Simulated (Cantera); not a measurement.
Stirred combustor or abatement burner

A perfectly stirred reactor is fed with CH4 : H2 : O2 : N2 = 1 : 0.9 : 2.75 : 10.4 (molar parts), equivalence ratio 0.89, at 1280 Torr; it is adiabatic with a 700 K inlet, and is followed from long to short residence time, starting on the burning branch (τ in s: 0.029, 0.014, 0.0068, 0.0033, 0.0016, 0.00078, 0.00038, 0.00019, 9e-05).

Cantera simulation using GRI-Mech 3.0 (53 species, 325 reactions); the numbers are that mechanism's predictions, not measurements.

```
τ (s)    T (K)     x CH4     x H2    x O2      x O   x H2O2     x OH
-------  -----  --------  -------  ------  -------  -------  -------
0.029     2385   2.39e-6  0.00367  0.0221  0.00102  2.01e-7  0.00720
0.014     2380   4.67e-6  0.00392  0.0228  0.00112  2.04e-7  0.00749
0.0068    2368   8.77e-6  0.00440  0.0237  0.00129  2.07e-7  0.00794
0.0033    2346   1.58e-5  0.00523  0.0248  0.00159  2.13e-7  0.00864
0.0016    2312   2.73e-5  0.00654  0.0263  0.00210  2.29e-7  0.00958
0.00078   2263   4.63e-5  0.00833  0.0282  0.00286  2.61e-7   0.0106
0.00038   2202   7.94e-5   0.0105  0.0305  0.00388  3.14e-7   0.0116
0.00019   2133  0.000138   0.0128  0.0331  0.00505  3.88e-7   0.0123
9.0e-5    2051  0.000266   0.0154  0.0365  0.00630  5.03e-7   0.0124
```
x: mole fraction; the columns are a selection and need not sum to one.
